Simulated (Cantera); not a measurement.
An adiabatic, constant-pressure homogeneous reactor starts with CH4 : H2 : O2 : N2 : CO2 = 1 : 0.047 : 2.25 : 6.52 : 1.5 (molar parts), at 975 K and 1.01 bar. Integrator tolerance rtol = 1e-08.

Model: GRI-Mech 3.0 (53 species, 325 reactions), integrated in Cantera. Below about 1000 K GRI-Mech 3.0 lacks low-temperature oxidation paths.

What does this change do: pressure from 1.01 bar to 1.40 bar?


```json
[
 {"quantity": "time of steepest temperature rise", "before": "0.414 s", "after": "0.281 s"},
 {"quantity": "temperature at 2.00 s", "before": "2406 K", "after": "2420 K"},
 {"quantity": "equilibrium temperature", "before": "2406 K", "after": "2420 K"},
 {"quantity": "x(CH4) at 2.00 s", "before": "<1e-12 (gas-phase equilibrium <1e-12)", "after": "<1e-12 (gas-phase equilibrium <1e-12)"},
 {"quantity": "x(H2) at 2.00 s", "before": "0.00372 (gas-phase equilibrium 0.00372)", "after": "0.00346 (gas-phase equilibrium 0.00346)"},
 {"quantity": "x(O2) at 2.00 s", "before": "0.0284 (gas-phase equilibrium 0.0284)", "after": "0.0277 (gas-phase equilibrium 0.0277)"},
 {"quantity": "x(H) at 2.00 s", "before": "0.000999 (gas-phase equilibrium 0.000999)", "after": "0.000874 (gas-phase equilibrium 0.000874)"},
 {"quantity": "x(CO2) at 2.00 s", "before": "0.192 (gas-phase equilibrium 0.192)", "after": "0.194 (gas-phase equilibrium 0.194)"},
 {"quantity": "x(HCN) at 2.00 s", "before": "5.35e-11 (gas-phase equilibrium 5.35e-11)", "after": "6.21e-11 (gas-phase equilibrium 6.21e-11)"}
]
```

What does this change do: initial temperature 975 to 1050 K?


| quantity | before | after |
|---|---|---|
| time of steepest temperature rise | 0.414 s | 0.169 s |
| temperature at 2.00 s | 2406 K | 2438 K |
| equilibrium temperature | 2406 K | 2438 K |
| x(CH4) at 2.00 s | <1e-12 (gas-phase equilibrium <1e-12) | <1e-12 (gas-phase equilibrium <1e-12) |
| x(H2) at 2.00 s | 0.00372 (gas-phase equilibrium 0.00372) | 0.00424 (gas-phase equilibrium 0.00424) |
| x(O2) at 2.00 s | 0.0284 (gas-phase equilibrium 0.0284) | 0.0298 (gas-phase equilibrium 0.0298) |
| x(H) at 2.00 s | 0.000999 (gas-phase equilibrium 0.000999) | 0.00124 (gas-phase equilibrium 0.00124) |
| x(CO2) at 2.00 s | 0.192 (gas-phase equilibrium 0.192) | 0.188 (gas-phase equilibrium 0.188) |
| x(HCN) at 2.00 s | 5.35e-11 (gas-phase equilibrium 5.35e-11) | 7.48e-11 (gas-phase equilibrium 7.48e-11) |
